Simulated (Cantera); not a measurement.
A perfectly stirred reactor is fed with H₂ : O₂ : N₂ = 0.83 : 1 : 0.86 (molar parts), equivalence ratio 0.41, at 488 Torr; it is held at 1150 K, and followed from long to short residence time.

Computed with Cantera and GRI-Mech 3.0 (53 species, 325 reactions). The temperature is held fixed by assumption; the heat of reaction is taken as removed at once.

Problem. Predict: x(H₂) at τ = 4.80 s; x(O₂) at τ = 4.80 s; x(H) at τ = 4.80 s; x(O) at τ = 4.80 s; x(NO) at τ = 4.80 s; x(H₂) at τ = 0.130 s; x(O₂) at τ = 0.130 s; x(H) at τ = 0.130 s; x(O) at τ = 0.130 s; x(NO) at τ = 0.130 s.

Solution. 
```
Item                     Value
--------------------  --------
x(H₂) at τ = 4.80 s   0.000285
x(O₂) at τ = 4.80 s      0.257
x(H) at τ = 4.80 s     1.58e-7
x(O) at τ = 4.80 s     1.34e-6
x(NO) at τ = 4.80 s    2.10e-8
x(H₂) at τ = 0.130 s   0.00270
x(O₂) at τ = 0.130 s     0.258
x(H) at τ = 0.130 s    5.57e-6
x(O) at τ = 0.130 s    2.69e-5
x(NO) at τ = 0.130 s   1.93e-8
```
